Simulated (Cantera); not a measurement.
Input: 1 mol C2F6, 0.29 mol HCl, 0.38 mol H2, at 650 °C and 133 Pa.

Equilibrium computed with Cantera from the NASA thermochemical tables; the gas is ideal and each condensed phase is pure. Candidate condensed phases: C, C6H6, C7H8, C8H18; 118 gas species. The feed counts by its element totals alone. Gases not in the tables: C2F6 and larger saturated fluorocarbons. The numbers say what is thermodynamically allowed, not how fast it happens.

Base state: CF4 0.546, HF 0.341, HCl 0.102, Cl2 0.00891, CClF3 0.00218, Cl 0.000290, CCl2F2 1.24e-5 (mole fractions); condensed: C(graphite).

Task: What changes in the equilibrium state with this change: temperature from 650 °C to 750 °C?

Result: 
```tsv
species	before	after
CF4	0.546	0.536
HF	0.341	0.361
HCl	0.102	0.0795
Cl2	0.00891	0.0186
Cl	0.000290	0.00203
CCl2F2	1.24e-5	1.90e-5
CClF3	0.00218	0.00286
C(graphite), mol	0.701	0.713
```
